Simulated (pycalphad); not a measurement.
Computed with pycalphad from the COST 507 light-alloy database (1999), at 1 atm. The data set is of 1999 and partly superseded. Phase fractions are per mole of atoms.

Question: Give the equilibrium state of Al-2.722Si-4.503Fe (wt.%) at 457 °C.

Answer: FCC_A1, fraction 0.851, with 0.51 Si, <0.01 Fe wt.%; ALFESI_BETA, fraction 0.149, with 13.4 Si, 26.6 Fe wt.%; DIAMOND_A4, fraction 0.000, with >99.99 Si, no Fe wt.%.

Question: Give the equilibrium state of Al-2.722Si-4.503Fe (wt.%) at 617 °C.

Answer: FCC_A1, fraction 0.853, with 0.61 Si, 0.03 Fe wt.%; ALFESI_BETA, fraction 0.143, with 13.4 Si, 26.6 Fe wt.%; ALFESI_ALPHA, fraction 0.004, with 7.2 Si, 32.6 Fe wt.%.

Database names, with the compositions (at.%) that they take in these runs: ALFESI_BETA: Al 70 Si 15 Fe 15; ALFESI_ALPHA: Al 73 Fe 19 Si 8. FCC_A1 is fcc; DIAMOND_A4 is diamond (Si). An entry "none" or "no" means that the model of the phase leaves that element out.
